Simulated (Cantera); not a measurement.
Input: 1 mol SiH4, 9.3 mol N2, 7.4 mol H2, equilibrated at 1700 K.

Equilibrium computed with Cantera from the NASA thermochemical tables; the gas is ideal and each condensed phase is pure. Candidate condensed phases: Si, Si3N4; 18 gas species. Equilibrium is a limit: real reactors are often held back by kinetics, nucleation or transport.

### Question
What share of the Si ends up in condensed phases as a function of P (Pa), at 5, 15, 45, 140, 410, 1200, 3700, 11000, 33000, 100000?

### Answer
```tsv
P (Pa)	Si condensed (%)	as
5	73.2	Si(l)
15	91.0	Si(l)
45	96.9	Si(l)
140	99.0	Si(l)
410	99.7	Si3N4(s)
1200	99.9	Si3N4(s)
3700	100.0	Si3N4(s)
11000	100.0	Si3N4(s)
33000	100.0	Si3N4(s)
100000	100.0	Si3N4(s)
```
